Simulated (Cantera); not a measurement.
Cantera with NASA thermochemical tables; ideal gases at 1 bar, condensed phases pure. Values are per mole of reaction as written; species without (g) are pure solids or liquids, kept so even where they would boil at 1 bar.

a) C + O2(g) ⇌ CO2(g)
b) 2 B + O2(g) ⇌ B2O2(g)
c) 2 Ti + O2(g) ⇌ 2 TiO(g)
d) 2 Si + O2(g) ⇌ 2 SiO(g)
e) 1.2 Ti + O2(g) ⇌ 0.4 Ti3O5
f) Nb + O2(g) ⇌ NbO2

Problem. Order these by ΔG° at 850 K, most negative first.

Solution. e (-830 kJ), f (-639 kJ), b (-478 kJ), a (-396 kJ), d (-350 kJ), c (-56 kJ)
